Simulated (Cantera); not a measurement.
An isothermal, constant-pressure homogeneous reactor starts with C2H6 : H2 = 1 : 4.8 (molar parts), at 1225 K and 10.00 Torr. Integrator tolerance rtol = 1e-08.

Detailed kinetics in Cantera: GRI-Mech 3.0 (53 species, 325 reactions). GRI-Mech 3.0 stops at C3 and has no aromatics, soot or wall deposition, so with more carbon than oxygen in the feed, carbon stays in small species such as C2H2 where larger ones or solid carbon would form. Radical loss at walls, strong at low pressure, is not modelled.

What does this change do: temperature 1225 to 1300 K?


```csv
quantity,before,after
x(C2H6) at 50.0 s,1.38e-5 (gas-phase equilibrium 9.48e-6),3.66e-6 (gas-phase equilibrium 2.04e-6)
x(H2) at 50.0 s,0.825 (gas-phase equilibrium 0.813),0.813 (gas-phase equilibrium 0.849)
x(CH2) at 50.0 s,1.14e-11 (gas-phase equilibrium 8.57e-12),5.66e-11 (gas-phase equilibrium 4.70e-11)
x(CH3) at 50.0 s,5.47e-6 (gas-phase equilibrium 5.37e-6),1.30e-5 (gas-phase equilibrium 7.33e-6)
x(CH4) at 50.0 s,0.0725 (gas-phase equilibrium 0.0927),0.0927 (gas-phase equilibrium 0.0357)
```

What does this change do: pressure from 10.00 Torr to 1050 Torr?


```csv
quantity,before,after
x(C2H6) at 50.0 s,1.38e-5 (gas-phase equilibrium 9.48e-6),0.000189 (gas-phase equilibrium 0.000158)
x(H2) at 50.0 s,0.825 (gas-phase equilibrium 0.813),0.658 (gas-phase equilibrium 0.658)
x(CH2) at 50.0 s,1.14e-11 (gas-phase equilibrium 8.57e-12),<1e-12 (gas-phase equilibrium <1e-12)
x(CH3) at 50.0 s,5.47e-6 (gas-phase equilibrium 5.37e-6),2.28e-6 (gas-phase equilibrium 2.14e-6)
x(CH4) at 50.0 s,0.0725 (gas-phase equilibrium 0.0927),0.339 (gas-phase equilibrium 0.340)
```
